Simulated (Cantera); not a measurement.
Charge: 1 mol SiC, 0.16 mol N2O, 82 mol H2, equilibrated at 0.0100 bar.

Method: chemical equilibrium by Gibbs-energy minimisation in Cantera with the NASA 1993 tables (ideal gas, pure condensed phases). Candidate condensed phases: C, C6H6, C7H8, C8H18, H2O, Si, SiC, SiO2, Si2N2O, Si3N4; 151 gas species. Mutual solubility and eutectic melting of coexisting phases are not modelled. Equilibrium is a limit: real reactors are often held back by kinetics, nucleation or transport. All values below are at 1152 °C.

Base state: H2 0.997, N2 0.00141, CO 0.00124, SiO 0.000170, H 6.81e-5 (mole fractions); condensed: SiC(s) + Si2N2O(s).

### Question
What changes in the equilibrium state with this change: N2O from 0.16 to 4.6 mol?

### Answer
```tsv
species	before	after
H2	0.997	0.918
N2	0.00141	0.0525
H2O	3.71e-7	0.0182
CO	0.00124	0.0113
SiO	0.000170	8.80e-7
CO2	<1e-9	9.85e-5
H	6.81e-5	6.54e-5
SiC(s), mol	0.898	0
Si2N2O(s), mol	0.0442	0
SiO2(β-quartz), mol	0	1.000
```
The tables hold silica as quartz up to 1696 K and as liquid above; real silica turns to tridymite and cristobalite and melts near 1996 K.
